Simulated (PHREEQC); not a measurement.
Make-up at 20 °C: 0.0065 mol/kgw CuSO4, 0.051 mol/kgw H2SO4 and 0.011 mol/kgw NaCl. Closed to the air; pH follows from the charge balance.

All values are PHREEQC results (ion-association model, phreeqc.dat), not measurements.

```json
[
 {"quantity": "pH", "before": "1.28", "after": "1.40"},
 {"quantity": "ionic strength (mol/kgw)", "before": "0.105", "after": "0.216"},
 {"quantity": "HSO4- (mol/kgw)", "before": "0.0378", "after": "0.0515"},
 {"quantity": "SO4-2 (mol/kgw)", "before": "0.0173", "after": "0.0382"},
 {"quantity": "NaSO4- (mol/kgw)", "before": "0.000329", "after": "0.000557"},
 {"quantity": "SI of Halite (NaCl)", "before": "-5.72", "after": "-5.79"}
]
```

What was changed between the two runs?
(A) CuSO4 replaced by ZnSO4 at the same molality
(B) temperature from 20 to 5 °C
(C) CuSO4 left out
(D) CuSO4 from 0.0065 to 0.065 mol/kgw
(E) NaCl from 0.011 to 0.0165 mol/kgw

D, CuSO4 from 0.0065 to 0.065 mol/kgw

Precipitation was switched off in this run.
